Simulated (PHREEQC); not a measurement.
Make-up at 20 °C: 0.0069 mol/kgw Na2SiF6 and 0.00024 mol/kgw NaH2PO4. Closed to the air; pH follows from the charge balance.

The numbers come from PHREEQC with the ion-association model, wateq4f.dat.

```
Property                   Value
----------------  --------------
pH                          3.19
ionic strength    0.0211 mol/kgw
total alkalinity    -27.6 meq/kg
```

```json
[
 {"species": "Na+", "molality": "0.0140", "activity": "0.0122", "log γ": "-0.060"},
 {"species": "SiF6-2", "molality": "0.00636", "activity": "0.00368", "log γ": "-0.237"},
 {"species": "F-", "molality": "0.00182", "activity": "0.00158", "log γ": "-0.063"},
 {"species": "HF", "molality": "0.00140", "activity": "0.00141", "log γ": "0.002"},
 {"species": "H+", "molality": "0.000735", "activity": "0.000653", "log γ": "-0.051"},
 {"species": "H4SiO4", "molality": "0.000545", "activity": "0.000547", "log γ": "0.002"},
 {"species": "H2PO4-", "molality": "0.000222", "activity": "0.000194", "log γ": "-0.058"},
 {"species": "H3PO4", "molality": "1.75e-5", "activity": "1.76e-5", "log γ": "0.002"},
 {"species": "NaF", "molality": "1.10e-5", "activity": "1.11e-5", "log γ": "0.002"}
]
```

This is a speciation only: nothing precipitates in the calculation. The solution is supersaturated, for example in Quartz (slow to form), Chalcedony (slow to form), so a real one may precipitate; this is no full list. Complexes and solids missing from the database can't appear. H3PO4, which wateq4f.dat lacks, is added to it with the constant of phreeqc.dat. SiF6-2 is the database's only silicon fluoride.
